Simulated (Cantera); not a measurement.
A closed system holds: 1 mol CaF₂, 0.12 mol O₂, 0.14 mol H₂, at 1025 K and 13.3 mbar.

Method: chemical equilibrium by Gibbs-energy minimisation in Cantera with the NASA 1993 tables (ideal gas, pure condensed phases). Candidate condensed phases: Ca, CaF₂, CaO, Ca(OH)₂, H₂O; 29 gas species. Mutual solubility and eutectic melting of coexisting phases are not modelled. Kinetics and transport are ignored.

Base state: H₂O 0.736, O₂ 0.263, HF 0.000678 (mole fractions); condensed: CaF₂(s) + CaO(s).

Question: What changes in the equilibrium state with this change: pressure from 13.3 mbar to 0.400 Pa?

Answer: 
| species | before | after |
|---|---|---|
| H₂O | 0.736 | 0.704 |
| O₂ | 0.263 | 0.258 |
| HF | 0.000678 | 0.0383 |
| OH | 1.56e-6 | 1.16e-5 |
| CaF₂(s), mol | 1.000 | 0.996 |
| CaO(s), mol | 6.45e-5 | 0.00371 |
